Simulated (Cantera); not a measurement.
Charge: 1 mol Si₃N₄, 9.8 mol HCl, 93 mol N₂, held at 1875 K and 1.00 bar.

Method: chemical equilibrium by Gibbs-energy minimisation in Cantera with the NASA 1993 tables (ideal gas, pure condensed phases). Candidate condensed phases: NH₄Cl, Si, Si₃N₄; 28 gas species. The tables' values for SiCl₃, SiCl are old estimates; treat these amounts as uncertain. Equilibrium is a limit: real reactors are often held back by kinetics, nucleation or transport.

Question: What is the equilibrium state?

Answer: 
- x(N₂): 0.907
- x(HCl): 0.0437
- x(H₂): 0.0251
- x(SiCl₂): 0.0211
- x(SiCl₃): 0.00215
- x(SiCl₄): 0.000307
- x(Cl): 0.000137
- x(H): 0.000104
- x(SiHCl₃): 5.28e-5
- n(Si₃N₄(s)): 0.177 mol
- gas amount: 104.3 mol
- log10 activity of Si(l) (absent): -1.00
